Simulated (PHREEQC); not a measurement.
HNO3 is added in steps, without added water, to 1 kg of water holding 0.011 mol NiSO4, 0.0008 mol CaCl2 and 0.00053 mol NaH2PO4, at 23 °C. O2 is buffered at 0.21 atm. CO2 from the air is kept out. The run lets Gypsum, Portlandite, Hydroxyapatite, Ni(OH)2, Ni3(PO4)2, Ni4(OH)6SO4, Halite, Mirabilite, Morenosite precipitate or redissolve, and no other solid.

Base run: PHREEQC, ion-association model, wateq4f.dat. Each further column changes one thing. The table gives H3PO4 (mol/kgw).

```csv
HNO3 added (mol),base,all activity coefficients set to 1,Davies equation for every ion,metal-ligand complexes left out,Debye-Hückel limiting law
0,3.68e-7,?,3.63e-7,3.45e-7,3.65e-7
0.001,3.62e-5,4.48e-5,3.53e-5,3.28e-5,3.29e-5
0.003,9.67e-5,?,9.45e-5,8.91e-5,8.83e-5
0.004,0.000122,0.000147,0.000119,0.000113,0.000112
0.005,0.000145,0.000173,0.000142,0.000135,0.000133
0.007,0.000184,0.000218,0.000180,0.000174,0.000170
0.008,0.000201,0.000236,0.000197,0.000191,?
0.009,0.000217,0.000253,0.000212,0.000207,?
0.011,0.000244,?,0.000239,0.000234,0.000226
0.012,0.000256,0.000294,0.000251,0.000247,0.000237
0.013,0.000267,0.000306,0.000262,?,0.000248
0.015,0.000287,0.000326,0.000281,0.000278,0.000267
0.016,0.000295,0.000334,0.000290,?,0.000275
```

Question: Fill in the missing entries.

Answer: 
- 0, all activity coefficients set to 1: 3.71e-7
- 0.003, all activity coefficients set to 1: 0.000118
- 0.008, Debye-Hückel limiting law: 0.000185
- 0.009, Debye-Hückel limiting law: 0.000200
- 0.011, all activity coefficients set to 1: 0.000282
- 0.013, metal-ligand complexes left out: 0.000258
- 0.016, metal-ligand complexes left out: 0.000288

H3PO4, which wateq4f.dat lacks, is added to it with the constant of phreeqc.dat. The database has no phosphate complexes of Ni.
